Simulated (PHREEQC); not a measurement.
Make-up at 25 °C: 0.019 mol HF, 0.00012 mol NaF and 0.058 mol H2SO4 per kg of water. Closed to the air; pH follows from the charge balance.

All values are PHREEQC results (ion-association model, wateq4f.dat), not measurements.

This is a speciation only: nothing precipitates in the calculation.

### Question
Order these F species by the share of F that they hold, largest first: HF, H2F2, HF2-, F-.

### Answer
HF (90 %), H2F2 (8.3 %), F- (1.3 %), HF2- (0.18 %)

The pH is 1.22 and the ionic strength 0.0879 mol/kgw. wateq4f.dat counts part of the HF as a dimer, H2F2, which phreeqc.dat doesn't know; its constant is uncertain.
